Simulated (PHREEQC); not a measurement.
Dissolve 0.046 mol HF, 0.00063 mol (CH3)4NF and 1.3e-05 mol H4SiO4 per kg of water at 20 °C. Closed to the air; pH follows from the charge balance.

Model: ion-association model, phreeqc.dat, run in PHREEQC.

Each row changes one thing in this solution. No solid was allowed to form.

| case | pH | ionic strength (mol/kgw) | F- (mol/kgw) | HF2- (mol/kgw) | SI of Quartz (SiO2) |
|---|---|---|---|---|---|
| as made | 2.26 | 0.00656 | 0.00570 | 0.000822 | -8.62 |
| temperature from 20 to 80 °C | 2.51 | 0.00395 | 0.00331 | 0.000598 | -4.92 |
| (CH3)4NF replaced by H2SiF6 at the same molality | 2.19 | 0.00759 | 0.00494 | 0.000719 | -6.82 |
| temperature from 20 to 70 °C | 2.46 | 0.00434 | 0.00364 | 0.000662 | -5.54 |
| H4SiO4 from 1.3e-05 to 0.00013 mol/kgw | 2.26 | 0.00675 | 0.00556 | 0.000792 | -7.58 |
| temperature from 20 to 15 °C | 2.24 | 0.00679 | 0.00594 | 0.000812 | -8.93 |

Complexes and solids missing from the database can't appear. (CH3)4N+ isn't in the database: it is added as a free cation with an ion size of 4 Å. Away from 25 °C the constants follow the database's enthalpies or fits; those with neither stay at their 25 °C values. SiF6-2 is the database's only silicon fluoride.
